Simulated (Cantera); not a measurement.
Feed: 1 mol SiH2Cl2, 620 mol H2, held at 1777 °C and 1.00 bar.

Cantera equilibrium calculation (NASA polynomials, part measured and part estimated; ideal gas, pure solids and liquids). Candidate condensed phases: Si; 19 gas species. Gases not in the tables: Si2H6 and higher silanes. The numbers say what is thermodynamically allowed, not how fast it happens.

Base state: H2 0.994, HCl 0.00315, H 0.00226, SiH2 0.000139, Si 7.73e-5, SiH 4.66e-5, SiCl2 2.26e-5 (mole fractions); condensed: Si(l).

Task: What changes in the equilibrium state with this change: pressure from 1.00 bar to 0.133 bar?

Result: 
| species | before | after |
|---|---|---|
| H2 | 0.994 | 0.990 |
| H | 0.00226 | 0.00618 |
| HCl | 0.00315 | 0.00313 |
| Si | 7.73e-5 | 0.000580 |
| SiH | 4.66e-5 | 0.000127 |
| SiCl | 5.75e-6 | 1.56e-5 |
| Cl | 5.31e-6 | 1.45e-5 |
| SiCl2 | 2.26e-5 | 2.24e-5 |
| SiH2 | 0.000139 | 0.000139 |
| Si(l), mol | 0.816 | 0.437 |
The tables' values for SiCl are old estimates; treat these amounts as uncertain.
